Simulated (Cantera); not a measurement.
An adiabatic, constant-pressure homogeneous reactor starts with 1.81 % CH4, 0.980 % CO, 6.86 % O2, 68.6 % N2, 21.8 % CO2, equivalence ratio 0.60, at 1225 K and 15.0 bar.

Detailed kinetics in Cantera: GRI-Mech 3.0 (53 species, 325 reactions). The pressure lies above the range GRI-Mech 3.0 was tuned for (to about 10 atm).

### Question
Predict: time of steepest temperature rise; temperature at 1.00 s; equilibrium temperature; x(CO) at 1.00 s; x(O2) at 1.00 s.

### Answer
```json
{
  "time_of_steepest_temperature_rise": "7.88 ms",
  "temperature at 1.00 s": "1651 K",
  "equilibrium_temperature": "1649 K",
  "x(CO) at 1.00 s": "1.48e-5 (gas-phase equilibrium 1.46e-5)",
  "x(O2) at 1.00 s": "0.0275 (gas-phase equilibrium 0.0271)"
}
```
